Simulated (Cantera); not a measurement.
Standard-state values (1 bar) from the NASA 1993 polynomials, evaluated with Cantera. Values are per mole of reaction as written; species without (g) are pure solids or liquids, kept so even where they would boil at 1 bar.

5 H₂(g) + P₄O₁₀ = 5 H₂O₂(g) + P₄(g)

```json
[
 {"T (K)": "423", "ΔH° (kJ)": "___", "ΔS° (J/K)": "___", "ΔG° (kJ)": "___", "log10 K": "___"},
 {"T (K)": "473", "ΔH° (kJ)": "2370.3", "ΔS° (J/K)": "526.1", "ΔG° (kJ)": "2121.5", "log10 K": "-234.28"},
 {"T (K)": "523", "ΔH° (kJ)": "2364.3", "ΔS° (J/K)": "514.1", "ΔG° (kJ)": "2095.5", "log10 K": "-209.28"},
 {"T (K)": "573", "ΔH° (kJ)": "___", "ΔS° (J/K)": "___", "ΔG° (kJ)": "___", "log10 K": "___"},
 {"T (K)": "623", "ΔH° (kJ)": "2351.2", "ΔS° (J/K)": "491.1", "ΔG° (kJ)": "2045.2", "log10 K": "-171.47"},
 {"T (K)": "673", "ΔH° (kJ)": "2343.9", "ΔS° (J/K)": "479.9", "ΔG° (kJ)": "2020.9", "log10 K": "-156.85"}
]
```

Problem. Some entries are withheld; supply them.

Solution. 
- 423, ΔH° (kJ): 2375.8
- 423, ΔS° (J/K): 538.4
- 423, ΔG° (kJ): 2148.1
- 423, log10 K: -265.25
- 573, ΔH° (kJ): 2358.0
- 573, ΔS° (J/K): 502.5
- 573, ΔG° (kJ): 2070.1
- 573, log10 K: -188.70
